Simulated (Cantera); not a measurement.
## Thermodynamics of oxide etching and cleaning by halides, feed Al2O3 + Cl2 + H2

Input: 1 mol Al2O3, 19 mol Cl2, 29 mol H2, at 31.0 Pa.

Method: chemical equilibrium by Gibbs-energy minimisation in Cantera with the NASA 1993 tables (ideal gas, pure condensed phases). Candidate condensed phases: Al, AlCl3, Al2O3, H2O; 29 gas species. The tables' values for AlCl2 are old estimates; treat these amounts as uncertain. Condensed phases not in the tables: AlOCl. Equilibrium is a limit: real reactors are often held back by kinetics, nucleation or transport.

```
T (K)  x HCl   x H2      x Cl       x H     x H2O    x AlCl   x AlCl3  n Al2O3(s)
-----  -----  -----  --------  --------  --------  --------  --------  ----------
850    0.792  0.208   2.03e-9  5.31e-10   2.01e-5    <1e-12   1.34e-5       1.000
950    0.792  0.208   5.22e-8   1.44e-8   5.24e-5    <1e-12   3.49e-5       0.999
1050   0.791  0.208   7.29e-7   2.10e-7  0.000113  2.68e-11   7.55e-5       0.998
1150   0.791  0.208   6.47e-6   1.93e-6  0.000213   1.48e-9  0.000142       0.997
1250   0.791  0.208   4.07e-5   1.25e-5  0.000361   4.22e-8  0.000240       0.994
1350   0.790  0.208  0.000195   6.18e-5  0.000564   7.23e-7  0.000371       0.991
1450   0.789  0.209  0.000756  0.000245  0.000836   8.15e-6  0.000528       0.987
1550   0.786  0.209   0.00246  0.000817   0.00122   6.27e-5  0.000670       0.980
1650   0.778  0.209   0.00688   0.00236   0.00187  0.000323  0.000701       0.970
1750   0.762  0.210    0.0169   0.00605   0.00313   0.00109  0.000565       0.949
```
x: gas mole fraction; n: condensed amount in mol.

From 850 K to 1750 K the condensed part is Al2O3(s). The main Al-bearing gas is AlCl3 at 850 K and AlCl at 1750 K. The share of Al in condensed phases is highest at 850 K (100.0 %) and lowest at 1750 K (94.9 %).
